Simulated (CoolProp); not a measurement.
Vapour-liquid equilibrium of R1234yf (1) + isobutane (2) at 0.541 MPa; x and y are mole fractions of (1).

Values from CoolProp's multi-fluid Helmholtz-energy mixture model, Lemmon 2022 and Bücker 2006; pair parameters Bell 2016.

**Question.** Give the bubble temperature and the first vapour's composition at x = 0.2, 0.5, 0.8. Is there an azeotrope?

**Answer.** x = 0.2: 25.6 °C, y = 0.419; x = 0.5: 18.8 °C, y = 0.633; x = 0.8: 16.5 °C, y = 0.813. y crosses x between x = 0.8 and 0.95: the model has an azeotrope there.

Pair parameters are fitted to limited data, so mixtures are less certain than the pure fluids.
